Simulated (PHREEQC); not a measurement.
Dissolve 0.043 mol CdSO4 and 3.6e-05 mol KCl per kg of water at 25 °C. Closed to the air; pH follows from the charge balance.

The numbers come from PHREEQC with the ion-association model, wateq4f.dat.

Precipitation was switched off in this run.

Order these Cd species by the share of Cd that they hold, largest first: CdSO4, Cd+2, Cd(SO4)2-2.

Cd+2 (51 %), CdSO4 (40 %), Cd(SO4)2-2 (8.4 %)

The pH is 6.13 and the ionic strength 0.0884 mol/kgw.
